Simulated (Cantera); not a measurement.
**Catalytic stagnation flow on Pt**

A jet of 8.09 % CH4, 13.0 % O2, 78.9 % N2, equivalence ratio 1.2 at 300 K and 0.0350 bar hits a platinum plate 5.7 cm away at a mass flux of 0.023 kg/m²/s; the plate temperature is set and raised in steps from an oxygen-covered start.

Model: Deutschmann's 1995 Pt surface mechanism with GRI-Mech 3.0 gas chemistry, integrated in Cantera. Catalytic surfaces can have several steady states; this one follows from the mechanism file's or the stated starting coverage.

```csv
plate T (K),wall x CH4,wall x O2,wall x H2O,wall x OH,wall x CO,wall x CO2,θ free Pt,θ CO*,θ C*
950,0.00875,0.00430,0.131,<1e-8,0.0546,0.0244,0.821,0.175,0.00300
1000,0.00748,0.00382,0.132,<1e-8,0.0577,0.0222,0.899,0.0978,0.00244
1050,0.00692,0.00364,0.131,<1e-8,0.0575,0.0232,0.947,0.0513,0.00157
1100,0.00673,0.00364,0.128,2.01e-8,0.0552,0.0260,0.972,0.0264,0.000901
1150,0.00673,0.00373,0.125,5.10e-8,0.0518,0.0300,0.985,0.0137,0.000496
1200,0.00682,0.00385,0.121,1.21e-7,0.0478,0.0347,0.992,0.00726,0.000273
1250,0.00695,0.00400,0.118,2.74e-7,0.0434,0.0397,0.995,0.00393,0.000153
```
x: mole fraction at the wall; θ: surface coverage.
